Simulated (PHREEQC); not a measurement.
Consider water at 54 °C with 52 mmol/kgw NaH2PO4, 2.6 mmol/kgw HF and 1.9 mmol/kgw H4SiO4. Closed to the air; pH follows from the charge balance.

The numbers come from PHREEQC with the ion-association model, phreeqc.dat.

Q: The ionic strength comes out as 0.0522 mol/kgw. What activity coefficients do H2PO4-, HPO4-2, Na+, F-, HF2- get?

A: H2PO4- 0.82, HPO4-2 0.44, Na+ 0.81, F- 0.80, HF2- 0.81.

No solid was allowed to form. Examples of supersaturated solids here: Quartz (slow to form), Chalcedony (slow to form). Others may be too. Constants without temperature data keep their 25 °C values here. SiF6-2 is the database's only silicon fluoride.
